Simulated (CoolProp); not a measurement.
Carbonyl sulfide along the isobar 7140 kPa: fugacity coefficient from the reference equation and from simpler models built on Tc = 105.6 °C, pc = 6369 kPa, ω = 0.098; each cubic takes its own stable root.

Computed with CoolProp (reference Helmholtz-energy equation of state, Lemmon 2006). It is a short technical equation, of lower accuracy than the large ones.

```csv
T (°C),phase,reference,van der Waals,Redlich-Kwong,Soave-Redlich-Kwong,Peng-Robinson
-8.25,liquid,0.07687,0.1927,0.08500,0.07803,0.07619
6.15,liquid,0.1141,0.2401,[?],[?],0.1129
20.55,liquid,0.1613,0.2921,[?],0.1647,0.1594
34.85,liquid,0.2180,0.3475,0.2365,0.2231,0.2153
49.25,liquid,0.2847,0.4061,[?],0.2915,0.2809
63.65,liquid,0.3598,0.4668,0.3804,0.3682,0.3545
78.05,liquid,0.4418,0.5282,0.4601,0.4509,0.4340
92.45,liquid,0.5278,0.5890,0.5410,0.5363,0.5162
106.85,supercritical,0.6134,0.6468,0.6179,0.6184,0.5954
121.15,supercritical,0.6751,0.6934,0.6736,0.6766,0.6519
135.55,supercritical,0.7142,0.7245,0.7104,0.7153,0.6899
149.95,supercritical,0.7458,0.7498,0.7405,0.7472,0.7214
```

Problem. What belongs in the gaps?

Solution. 
- 6.15, Redlich-Kwong: 0.1259
- 6.15, Soave-Redlich-Kwong: 0.1163
- 20.55, Redlich-Kwong: 0.1766
- 49.25, Redlich-Kwong: 0.3051
